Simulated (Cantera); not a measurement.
**Catalytic stagnation flow on Pt**

A jet of 2.13 % H₂, 13.8 % O₂, 84.0 % N₂, equivalence ratio 0.077 at 300 K and 0.0247 atm hits a platinum plate 5.3 cm away at a mass flux of 0.031 kg/m²/s; the plate temperature is set and raised in steps from an oxygen-covered start.

Computed with Cantera and Deutschmann's 1995 Pt surface mechanism with GRI-Mech 3.0 gas chemistry. Catalytic surfaces can have several steady states; this one follows from the mechanism file's or the stated starting coverage.

```json
[
 {"plate T (K)": "600", "wall x H₂": "0.00430", "wall x O₂": "0.120", "wall x H₂O": "0.0329", "wall x OH": "<1e-8", "θ free Pt": "0.0589", "θ O*": "0.938", "θ OH*": "0.00298"},
 {"plate T (K)": "650", "wall x H₂": "0.00425", "wall x O₂": "0.120", "wall x H₂O": "0.0327", "wall x OH": "<1e-8", "θ free Pt": "0.0626", "θ O*": "0.935", "θ OH*": "0.00201"},
 {"plate T (K)": "700", "wall x H₂": "0.00395", "wall x O₂": "0.120", "wall x H₂O": "0.0331", "wall x OH": "<1e-8", "θ free Pt": "0.0715", "θ O*": "0.927", "θ OH*": "0.00149"},
 {"plate T (K)": "750", "wall x H₂": "0.00320", "wall x O₂": "0.119", "wall x H₂O": "0.0344", "wall x OH": "<1e-8", "θ free Pt": "0.0958", "θ O*": "0.903", "θ OH*": "0.00125"},
 {"plate T (K)": "800", "wall x H₂": "0.00238", "wall x O₂": "0.118", "wall x H₂O": "0.0357", "wall x OH": "<1e-8", "θ free Pt": "0.140", "θ O*": "0.859", "θ OH*": "0.00112"}
]
```
x: mole fraction at the wall; θ: surface coverage.
